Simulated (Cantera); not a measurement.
Stirred combustor or abatement burner

A perfectly stirred reactor is fed with CH4 : O2 : N2 = 1 : 4.17 : 15.7 (molar parts), at 0.207 atm; it is adiabatic with a 675 K inlet, and is followed from long to short residence time, starting on the burning branch (τ in s: 0.041, 0.022, 0.012, 0.0065, 0.0036, 0.0019, 0.0011, 0.00057, 0.00031, 0.00017, 9.2e-05, 5e-05).

Model: GRI-Mech 3.0 (53 species, 325 reactions), integrated in Cantera.

| τ (s) | T (K) | x CH4 | x O2 | x CH3 | x H | x NO2 | x C2H6 | x H2 |
|---|---|---|---|---|---|---|---|---|
| 0.041 | 1701 | 2.69e-5 | 0.103 | 3.88e-6 | 0.000438 | 2.48e-9 | 7.29e-11 | 0.000691 |
| 0.022 | 1685 | 4.05e-5 | 0.103 | 5.41e-6 | 0.000740 | 1.75e-9 | 1.22e-10 | 0.000971 |
| 0.012 | 1663 | 6.16e-5 | 0.104 | 7.60e-6 | 0.00119 | 1.30e-9 | 2.16e-10 | 0.00132 |
| 0.0065 | 1636 | 9.72e-5 | 0.104 | 1.10e-5 | 0.00183 | 9.94e-10 | 4.29e-10 | 0.00174 |
| 0.0036 | 1603 | 0.000158 | 0.105 | 1.64e-5 | 0.00260 | 7.66e-10 | 9.61e-10 | 0.00219 |
| 0.0019 | 1562 | 0.000287 | 0.106 | 2.67e-5 | 0.00349 | 5.56e-10 | 2.88e-9 | 0.00273 |
| 0.0011 | 1520 | 0.000523 | 0.109 | 4.43e-5 | 0.00402 | 4.01e-10 | 9.89e-9 | 0.00324 |
| 0.00057 | 1454 | 0.00137 | 0.115 | 0.000103 | 0.00371 | 2.63e-10 | 9.60e-8 | 0.00418 |
| 0.00031 | 675 | 0.0479 | 0.200 | <1e-12 | <1e-12 | <1e-12 | <1e-12 | <1e-12 |
| 0.00017 | 675 | 0.0479 | 0.200 | <1e-12 | <1e-12 | <1e-12 | <1e-12 | <1e-12 |
| 9.2e-5 | 675 | 0.0479 | 0.200 | <1e-12 | <1e-12 | <1e-12 | <1e-12 | <1e-12 |
| 5.0e-5 | 675 | 0.0479 | 0.200 | <1e-12 | <1e-12 | <1e-12 | <1e-12 | <1e-12 |
x: mole fraction; the columns are a selection and need not sum to one.
